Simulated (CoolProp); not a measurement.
Vapour-liquid equilibrium of n-butane (1) + trans-2-butene (2) at 252.1 K; x and y are mole fractions of (1).

Computed with CoolProp (multi-fluid Helmholtz-energy mixture model, Bücker 2006 and Lemmon 2005; pair parameters Bell 2016).

| x | bubble pressure, mixture model (bar) | bubble pressure, Raoult's law (bar) | y, mixture model | y, Raoult's law |
|---|---|---|---|---|
| 0.05 | 0.4068 | 0.4047 | 0.058 | 0.053 |
| 0.2 | 0.4153 | 0.4088 | 0.219 | 0.211 |
| 0.35 | 0.4215 | 0.4130 | 0.369 | 0.365 |
| 0.5 | 0.4258 | 0.4172 | 0.514 | 0.517 |
| 0.65 | 0.4286 | 0.4214 | 0.658 | 0.665 |
| 0.8 | 0.4303 | 0.4256 | 0.803 | 0.810 |
| 0.95 | 0.4310 | 0.4298 | 0.950 | 0.953 |

The largest gap from Raoult's law is +2.1 % in bubble pressure, at x = 0.5. No azeotrope shows between x = 0.05 and 0.95.

The pair parameters rest on a limited set of measurements; away from them the model extrapolates.
